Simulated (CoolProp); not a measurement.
CF4 (R14) along the isotherm -14.45 °C: density (kg/m³) from the reference equation and from simpler models built on Tc = -45.8 °C, pc = 3.762 MPa, ω = 0.178; each cubic takes its own stable root.

Computed with CoolProp (reference Helmholtz-energy equation of state, Platzer 1990). This equation is an older, rougher fit; its heat capacities, sound speeds and derivatives of the liquid may be far off and weren't checked against measurements.

```json
[
 {"p (MPa)": "0.724", "phase": "gas", "reference": "31.00", "ideal gas": "29.62", "van der Waals": "30.95", "Redlich-Kwong": "31.05", "Peng-Robinson": "31.17"},
 {"p (MPa)": "1.45", "phase": "gas", "reference": "65.22", "ideal gas": "59.33", "van der Waals": "65.13", "Redlich-Kwong": "65.49", "Peng-Robinson": "65.99"},
 {"p (MPa)": "2.17", "phase": "gas", "reference": "…", "ideal gas": "88.78", "van der Waals": "103.1", "Redlich-Kwong": "103.8", "Peng-Robinson": "104.9"},
 {"p (MPa)": "2.89", "phase": "gas", "reference": "145.6", "ideal gas": "…", "van der Waals": "146.6", "Redlich-Kwong": "147.4", "Peng-Robinson": "149.1"},
 {"p (MPa)": "3.62", "phase": "gas", "reference": "195.2", "ideal gas": "148.1", "van der Waals": "199.0", "Redlich-Kwong": "198.8", "Peng-Robinson": "201.0"},
 {"p (MPa)": "4.34", "phase": "supercritical", "reference": "252.6", "ideal gas": "177.6", "van der Waals": "263.6", "Redlich-Kwong": "259.3", "Peng-Robinson": "260.8"},
 {"p (MPa)": "5.06", "phase": "supercritical", "reference": "321.2", "ideal gas": "207.0", "van der Waals": "349.5", "Redlich-Kwong": "332.6", "Peng-Robinson": "…"},
 {"p (MPa)": "5.79", "phase": "supercritical", "reference": "404.9", "ideal gas": "236.9", "van der Waals": "460.3", "Redlich-Kwong": "421.7", "Peng-Robinson": "413.4"},
 {"p (MPa)": "6.51", "phase": "supercritical", "reference": "499.7", "ideal gas": "266.4", "van der Waals": "553.7", "Redlich-Kwong": "516.5", "Peng-Robinson": "501.5"},
 {"p (MPa)": "7.24", "phase": "supercritical", "reference": "…", "ideal gas": "296.2", "van der Waals": "616.6", "Redlich-Kwong": "603.6", "Peng-Robinson": "588.9"},
 {"p (MPa)": "7.96", "phase": "supercritical", "reference": "681.4", "ideal gas": "325.7", "van der Waals": "660.3", "Redlich-Kwong": "673.6", "Peng-Robinson": "666.0"},
 {"p (MPa)": "8.68", "phase": "supercritical", "reference": "749.4", "ideal gas": "355.1", "van der Waals": "693.8", "Redlich-Kwong": "730.0", "Peng-Robinson": "731.9"},
 {"p (MPa)": "9.41", "phase": "supercritical", "reference": "803.9", "ideal gas": "385.0", "van der Waals": "721.3", "Redlich-Kwong": "777.1", "Peng-Robinson": "788.6"}
]
```

Question: What belongs in the gaps?

Answer: 
- 2.17, reference: 103.0
- 2.89, ideal gas: 118.2
- 5.06, Peng-Robinson: 331.1
- 7.24, reference: 597.1
